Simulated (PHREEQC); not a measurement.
Model water analysis in mmol/kgw, 20 °C, pH 6.93, pe 12.3:

```csv
constituent,mmol/kgw
Na,0.0334
K,0.0155
Ca,0.0409
Mg,0.000532
Cl,0.043
S(6),0.0101
Alkalinity (meq/kgw),0.0706
N(5),2.96e-05
```

Valence states are taken as typed.

The numbers come from PHREEQC with the ion-association model, phreeqc.dat.

Precipitation was switched off in this run.

Q: What charge-balance error does the model give?

A: charge-balance error -0.8 %.

Q: In which forms is C present?

A: HCO3- 78 %, CO2 22 % of the C.

Complexes and solids missing from the database can't appear.
